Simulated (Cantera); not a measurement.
Cantera run, input and output.

```python
import numpy as np
import cantera as ct

gas = ct.Solution("h2o2.yaml")
gas.TPX = 1350, 100000, {'H2': 1.8, 'O2': 1, 'N2': 18}
reactor = ct.IdealGasConstPressureReactor(gas, energy="off", clone=False)
net = ct.ReactorNet([reactor])
net.rtol, net.atol = 1e-08, 1e-18
show = ['H2', 'O2', 'H', 'H2O2', 'HO2', 'O']
times = np.geomspace(5e-06, 2, 14)

steps = ct.SolutionArray(gas, extra=["t"])
rows = []
print(f"{'t/s':>10s}{'T/K':>9s}{'P/Pa':>11s}" + "".join(f"{s:>11s}" for s in show))
for t in times:
    while net.time < t:
        t_next = net.step()
        steps.append(gas.state, t=t_next)
    rows.append([np.interp(t, steps.t, y) for y in (steps.T, steps.P, *steps(*show).X.T)])
    print(f"{t:10.3e}{rows[-1][0]:9.1f}{rows[-1][1]:11.4g}" + "".join(f"{x:11.3e}" for x in rows[-1][2:]))
rate = np.gradient(steps.T, steps.t)
print("integrator steps:", len(steps.t))
if steps.T.max() > steps.T[0] + 200:
    print(f"time of steepest temperature rise: {steps.t[rate.argmax()]:.4e} s")
gas.TPX = 1350, 100000, {'H2': 1.8, 'O2': 1, 'N2': 18}
gas.equilibrate("TP")
print(f"equilibrium (TP): T = {gas.T:.1f} K  " + "  ".join(f"{s} {gas[s].X[0]:.3e}" for s in show))
```

Result:

```
       t/s      T/K       P/Pa         H2         O2          H       H2O2        HO2          O
 5.000e-06   1350.0      1e+05  8.654e-02  4.808e-02  2.478e-08  7.313e-11  1.841e-08  3.303e-09
 1.349e-05   1350.0      1e+05  8.654e-02  4.808e-02  2.137e-07  5.271e-10  5.855e-08  3.208e-08
 3.638e-05   1350.0      1e+05  8.648e-02  4.805e-02  3.007e-05  1.530e-08  1.888e-06  4.580e-06
 9.812e-05   1350.0      1e+05  1.334e-02  1.503e-02  2.735e-02  1.245e-06  7.809e-06  5.419e-03
 2.647e-04   1350.0      1e+05  6.504e-03  8.772e-03  6.261e-03  1.161e-06  5.048e-06  1.345e-03
 7.139e-04   1350.0      1e+05  2.337e-03  6.112e-03  1.007e-03  7.587e-07  3.364e-06  3.027e-04
 1.925e-03   1350.0      1e+05  5.903e-04  5.238e-03  1.103e-04  3.323e-07  2.057e-06  6.087e-05
 5.194e-03   1350.0      1e+05  1.106e-04  5.045e-03  8.641e-06  9.961e-08  7.398e-07  1.057e-05
 1.401e-02   1350.0      1e+05  1.923e-05  5.020e-03  6.613e-07  2.494e-08  1.603e-07  1.926e-06
 3.778e-02   1350.0      1e+05  4.005e-06  5.020e-03  6.817e-08  6.606e-09  3.441e-08  4.406e-07
 1.019e-01   1350.0      1e+05  1.113e-06  5.022e-03  1.056e-08  2.084e-09  9.728e-09  1.302e-07
 2.749e-01   1350.0      1e+05  4.298e-07  5.023e-03  2.591e-09  8.415e-10  4.467e-09  5.082e-08
 7.415e-01   1350.0      1e+05  2.752e-07  5.023e-03  1.323e-09  5.354e-10  3.493e-09  3.177e-08
 2.000e+00   1350.0      1e+05  2.622e-07  5.024e-03  1.229e-09  5.086e-10  3.421e-09  3.011e-08
integrator steps: 1944
equilibrium (TP): T = 1350.0 K  H2 2.622e-07  O2 5.024e-03  H 1.229e-09  H2O2 5.085e-10  HO2 3.420e-09  O 3.010e-08
```

Computed with Cantera and the H2/O2 subset of GRI-Mech 3.0, which has no nitrogen chemistry. The temperature is held fixed by assumption; the heat of reaction is taken as removed at once.
